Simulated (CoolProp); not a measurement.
A simple Rankine cycle with R22: condensing at 291.15 K, boiler at 2.54 MPa, turbine inlet 337.2 K, turbine efficiency 0.9, pump efficiency 0.6, no recuperator. Each further row changes one setting.

The numbers come from the reference Helmholtz-energy equation of state, Kamei 1995 in CoolProp.

| case | thermal efficiency (%) | net work (kJ/kg) | heat in (kJ/kg) | turbine exit temperature (K) | volume ratio over the turbine |
|---|---|---|---|---|---|
| as stated | 9.8 | ___ | 196 | 291.2 | 2.97 |
| turbine inlet 357.2 K | 10.3 | 22.4 | ___ | 299.1 | ___ |
| condensing temperature 283.15 K | 11.5 | ___ | ___ | 283.1 | 3.71 |
| boiler pressure 1.78 MPa | 7.2 | 15.3 | 212 | 299.7 | 1.98 |
| turbine efficiency 0.8 | ___ | 16.8 | 196 | 291.2 | ___ |

Task: Complete the blanks.

Result: 
- as stated, net work (kJ/kg): 19.2
- turbine inlet 357.2 K, heat in (kJ/kg): 218
- turbine inlet 357.2 K, volume ratio over the turbine: 2.80
- condensing temperature 283.15 K, net work (kJ/kg): 23.6
- condensing temperature 283.15 K, heat in (kJ/kg): 206
- turbine efficiency 0.8, thermal efficiency (%): 8.6
- turbine efficiency 0.8, volume ratio over the turbine: 3.00

The expansion ends wet for: as stated; condensing temperature 283.15 K; turbine efficiency 0.8.
